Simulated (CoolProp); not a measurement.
Computed with CoolProp (reference Helmholtz-energy equation of state, Thol 2021).

Give the vapour pressure (kPa), liquid density (kg/m³), enthalpy of vaporisation (kJ/kg), liquid cp (kJ/(kg K)) of saturated chlorine at -23.55, -19.35, -6.55 °C.


| T (°C) | p (kPa) | liquid density (kg/m³) | enthalpy of vaporisation (kJ/kg) | liquid cp (kJ/(kg K)) |
|---|---|---|---|---|
| -23.55 | 157 | 1530 | 281 | 0.945 |
| -19.35 | 185 | 1520 | 278 | 0.947 |
| -6.55 | 295 | 1490 | 270 | 0.956 |
